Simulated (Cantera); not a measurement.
## Reactions in the system H-Nb-O

Source: NASA polynomial tables (part measured, part estimated), evaluated in Cantera. Values are per mole of reaction as written; species without (g) are pure solids or liquids, kept so even where they would boil at 1 bar.

2 H2O(g) + NbO2 → 4 OH(g) + Nb

| T (K) | ΔH° (kJ) | ΔS° (J/K) | ΔG° (kJ) | log10 K | condensed phases |
|---|---|---|---|---|---|
| 300 | 1436.0 | 339.4 | 1334.2 | -232.30 | NbO2(s), Nb(s) |
| 2025 | 1414.0 | 326.1 | 753.6 | -19.44 | NbO2(s), Nb(s) |
| 2050 | 1413.7 | 326.0 | 745.4 | -18.99 | NbO2(s), Nb(s) |
| 2075 | 1413.3 | 325.8 | 737.3 | -18.56 | NbO2(s), Nb(s) |
| 2100 | 1413.0 | 325.6 | 729.1 | -18.14 | NbO2(s), Nb(s) |
| 2125 | 1412.6 | 325.5 | 721.0 | -17.72 | NbO2(s), Nb(s) |
| 2150 | 1412.3 | 325.3 | 712.9 | -17.32 | NbO2(s), Nb(s) |
| 2175 | 1412.0 | 325.2 | 704.7 | -16.92 | NbO2(s), Nb(s) |
| 2200 | 1319.3 | 282.6 | 697.7 | -16.56 | NbO2(l), Nb(s) |
| 2225 | 1318.7 | 282.3 | 690.6 | -16.21 | NbO2(l), Nb(s) |
| 2250 | 1318.1 | 282.0 | 683.6 | -15.87 | NbO2(l), Nb(s) |
| 2275 | 1317.5 | 281.8 | 676.5 | -15.53 | NbO2(l), Nb(s) |
